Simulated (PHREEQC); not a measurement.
PHREEQC input (ion-association model, wateq4f.dat):

```
SOLUTION_MASTER_SPECIES
  An  An-  0  An  62.0  # stands for a non-complexing anion
SOLUTION_SPECIES
  An- = An-
    -log_k 0
    -gamma 3.0 0
PHASES
  Fix_H+
    H+ = H+
    -log_k 0
SOLUTION 1
  temp 25
  units mmol/kgw
  pH 7 charge
  Cl 0.00026
  Zn 0.00013
  As(3) 0.0014
  Na 5.0014
  An 5
END
SELECTED_OUTPUT 1
  -reset false
  -pH true
  -pe true
  -ionic_strength true
  -water true
  -totals As Cl Na Zn As(3) As(5)
  -molalities Hfo_wOH Hfo_wOH2+ Hfo_wO- Hfo_sOH Hfo_sOH2+ Hfo_sO- Hfo_wH2AsO3 Hfo_sOZn+ Hfo_wOZn+
  -saturation_indices Zn(OH)2-a Zn5(OH)8Cl2 Arsenolite Halite
USER_PUNCH 1
  -headings sigma psi
  10 PUNCH EDL("sigma", "Hfo"), EDL("psi", "Hfo")
PRINT
  -reset false
USE solution 1
SURFACE 1
  Hfo_wOH 5.16854e-05 600 0.023
  Hfo_sOH 1.29213e-06
EQUILIBRIUM_PHASES 1
  Fix_H+ -3 HAn 10
    -force_equality true
END
# ... the last block is repeated for the other 16 points of pH, with NaOH or the acid as the point needs
```

Selected output (columns that matter, 9 of 17 rows; pH added in front):

```
pH	mu	As	Na	Zn	m_Hfo_wOH	m_Hfo_wOH2+	m_Hfo_wO-	m_Hfo_sOH	si_Zn(OH)2-a	si_Zn5(OH)8Cl2	si_Arsenolite	si_Halite	sigma	psi
3	0.0061005	4.2087e-07	0.0050014	1.3e-07	9.0412e-06	4.162e-05	4.4993e-08	2.3039e-07	-13.474	-62.864	-11.371	-10.54	0.29811	0.21455
3.75	0.0052074	2.2116e-07	0.0050014	1.3e-07	2.071e-05	2.9463e-05	3.3349e-07	5.2983e-07	-11.965	-56.813	-11.929	-10.535	0.20889	0.20036
4.5	0.0050449	1.5966e-07	0.0050014	1.2998e-07	3.0184e-05	1.9172e-05	1.0887e-06	7.7315e-07	-10.463	-50.804	-12.212	-10.534	0.12968	0.17671
5.25	0.005013	1.378e-07	0.0050014	1.2949e-07	3.5591e-05	1.2513e-05	2.319e-06	9.1169e-07	-8.9647	-44.81	-12.34	-10.534	0.07311	0.14753
6	0.0050055	1.3046e-07	0.0050014	1.1948e-07	3.7837e-05	8.889e-06	3.6896e-06	9.6216e-07	-7.4999	-38.986	-12.389	-10.534	0.037353	0.11352
6.75	0.0050029	1.2875e-07	0.0050014	4.209e-08	3.8525e-05	7.0909e-06	4.7949e-06	9.231e-07	-6.4549	-35.261	-12.403	-10.534	0.017052	0.075426
7.5	0.0050019	1.3058e-07	0.0050014	2.3431e-09	3.868e-05	6.2226e-06	5.5081e-06	8.9773e-07	-6.2229	-35.601	-12.408	-10.534	0.0060029	0.034518
8.25	0.0050023	1.433e-07	0.0050024	1.154e-10	3.8703e-05	5.7102e-06	6.0096e-06	8.9642e-07	-6.1772	-36.873	-12.417	-10.534	-0.0012359	-0.0076254
9	0.0050118	2.1073e-07	0.0050125	3.1305e-11	3.8691e-05	5.1859e-06	6.6131e-06	8.9489e-07	-6.1345	-38.159	-12.465	-10.533	-0.0093039	-0.049526
```

Complexes and solids missing from the database can't appear. The oxide is taken as insoluble; below pH 4 it would dissolve.
